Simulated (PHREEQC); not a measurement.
**Ultrapure water in contact with air or piping**

A made-up water analysis in mg/kgw, 25 °C, pH 6.46, pe 11.4:

| constituent | mg/kgw |
|---|---|
| Na | 0.313 |
| K | 0.109 |
| Ca | 0.363 |
| Mg | 0.109 |
| Cl | 0.267 |
| S(6) as SO4 | 0.885 |
| Alkalinity as HCO3 | 1.09 |
| Ba | 0.148 |

Cl is adjusted to close the charge balance.
Valence states are taken as typed.

Model: ion-association model, phreeqc.dat, run in PHREEQC.

| Quantity | Result |
|---|---|
| ionic strength | 6.97e-5 mol/kgw |

| species | molality | activity | log γ |
|---|---|---|---|
| HCO3- | 1.82e-5 | 1.80e-5 | -0.004 |
| CO2 | 1.40e-5 | 1.40e-5 | 0.000 |
| Na+ | 1.36e-5 | 1.35e-5 | -0.004 |
| Cl- | 9.35e-6 | 9.26e-6 | -0.004 |
| SO4-2 | 9.18e-6 | 8.84e-6 | -0.017 |
| Ca+2 | 9.04e-6 | 8.70e-6 | -0.017 |

Precipitation was switched off in this run.
